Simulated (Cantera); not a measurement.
A Cantera script and what it prints.

```python
import numpy as np
import cantera as ct

gas_names = """
    Fe FeO Fe(OH)2 H HO2 H2 H2O H2O2 H2S H2SO4 O OH O2 O3 S SH SO SO2 SO3 S2 S2O S8
""".split()
cond_names = """
    Fe(a) Fe(c) Fe(d) Fe(L) FeO(s) FeO(L) Fe(OH)2(s) Fe(OH)3(s) FeS(a) FeS(b) FeS(c) FeS(L) FeSO4(s)
    FeS2(s) Fe2O3(s) Fe2S3O12(s) Fe3O4(s) H2O(s) H2O(L) H2SO4(L) S(cr1) S(cr2) S(L)
""".split()


# ... load() reads the species with a 1 bar reference pressure and builds the phases ...
atoms = {
    'Fe2O3': {'Fe': 2, 'O': 3},
    'SO2': {'S': 1, 'O': 2},
    'H2O': {'H': 2, 'O': 1},
}
top_T = {'FeSO4(s)': 950, 'FeS2(s)': 1010, 'Fe2O3(s)': 1830, 'Fe2S3O12(s)': 1100, 'Fe3O4(s)': 1870}  # K; cautious upper limits of use, not melting points


# ... equilibrate(T, P, feed) seeds the gas with the atoms and calls Mixture.equilibrate('TP', solver="vcs", rtol=1e-11, max_steps=5000) ...
results = []
feed = {'Fe2O3': 1, 'SO2': 0.73, 'H2O': 0.64}  # mol
P = 430000  # Pa
for T in [900, 1050, 1200, 1350, 1500, 1650, 1800]:
    mix = equilibrate(T, P, feed)
    results.append((T, P, feed, dict(zip(mix.species_names, mix.species_moles))))

top = {s: max(r[3][s] / sum(r[3][g] for g in gas_names) for r in results) for s in gas_names}
cols = sorted((s for s in top if top[s] > 0.001), key=lambda s: -top[s])[:9]
seen = [c for c in cond_names if any(r[3].get(c, 0) > 1e-12 for r in results)]
print("log10 of partial pressures in bar; condensed amounts in mol")
print(f"{'T/K':>10s}" + "".join(f"{s[:9]:>10s}" for s in cols + seen))
for T, P, feed, n in results:
    ng = sum(n[g] for g in gas_names)
    print(f"{T:10.4g}" + "".join(f"{np.log10(max(n[s] / ng * P / 1e5, 1e-99)):10.3f}" for s in cols)
          + "".join(f"{n.get(c, 0):10.4g}" for c in seen))
```

Output:

```
log10 of partial pressures in bar; condensed amounts in mol
       T/K       SO2       H2O        O2       SO3  Fe2O3(s)  Fe3O4(s)
       900     0.360     0.303   -12.361    -4.996         1         0
      1050     0.360     0.303    -9.300    -4.276         1  1.24e-05
      1200     0.360     0.303    -6.355    -3.407    0.9997 0.0002242
      1350     0.360     0.303    -4.084    -2.739    0.9981  0.001239
      1500     0.358     0.302    -2.275    -2.207    0.9839   0.01074
      1650     0.341     0.286    -0.801    -1.789    0.6696    0.2202
      1800     0.308     0.253    -0.338    -1.840         0    0.6667
```

These are equilibrium values from Cantera (NASA tables, ideal gas, pure condensed phases), not measurements of a reactor. Mutual solubility and eutectic melting of coexisting phases are not modelled.
